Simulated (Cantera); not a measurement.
A perfectly stirred reactor is fed with 0.524 % C₂H₆, 99.5 % N₂, at 1.50 bar; it is held at 1075 K, and followed from long to short residence time.

Cantera simulation using GRI-Mech 3.0 (53 species, 325 reactions); the numbers are that mechanism's predictions, not measurements. GRI-Mech 3.0 stops at C3 and has no aromatics, soot or wall deposition, so with more carbon than oxygen in the feed, carbon stays in small species such as C2H2 where larger ones or solid carbon would form.

x: mole fraction; the columns are a selection and need not sum to one.

```json
[
 {"τ (s)": "2.4", "x C₂H₆": "0.000841", "x C₂H₂": "0.000956", "x C₂H₄": "0.00326", "x H": "6.80e-8", "x HCN": "<1e-12", "x CH₄": "?", "x CH₂": "<1e-12"},
 {"τ (s)": "0.76", "x C₂H₆": "0.00174", "x C₂H₂": "0.000430", "x C₂H₄": "0.00295", "x H": "8.09e-8", "x HCN": "<1e-12", "x CH₄": "?", "x CH₂": "1.30e-12"},
 {"τ (s)": "0.24", "x C₂H₆": "0.00314", "x C₂H₂": "0.000113", "x C₂H₄": "0.00192", "x H": "8.36e-8", "x HCN": "<1e-12", "x CH₄": "?", "x CH₂": "2.49e-12"},
 {"τ (s)": "0.075", "x C₂H₆": "0.00438", "x C₂H₂": "1.63e-5", "x C₂H₄": "0.000820", "x H": "7.76e-8", "x HCN": "<1e-12", "x CH₄": "?", "x CH₂": "3.41e-12"},
 {"τ (s)": "0.024", "x C₂H₆": "0.00495", "x C₂H₂": "1.65e-6", "x C₂H₄": "0.000272", "x H": "6.96e-8", "x HCN": "<1e-12", "x CH₄": "?", "x CH₂": "3.34e-12"},
 {"τ (s)": "0.0074", "x C₂H₆": "0.00516", "x C₂H₂": "1.05e-7", "x C₂H₄": "6.95e-5", "x H": "5.51e-8", "x HCN": "<1e-12", "x CH₄": "?", "x CH₂": "2.15e-12"},
 {"τ (s)": "0.0023", "x C₂H₆": "0.00522", "x C₂H₂": "2.64e-9", "x C₂H₄": "1.11e-5", "x H": "2.80e-8", "x HCN": "<1e-12", "x CH₄": "?", "x CH₂": "<1e-12"}
]
```

Question: Some entries are withheld; supply them.

Answer: 
- 2.4, x CH₄: 0.000302
- 0.76, x CH₄: 0.000188
- 0.24, x CH₄: 8.85e-5
- 0.075, x CH₄: 3.01e-5
- 0.024, x CH₄: 8.84e-6
- 0.0074, x CH₄: 2.07e-6
- 0.0023, x CH₄: 3.48e-7
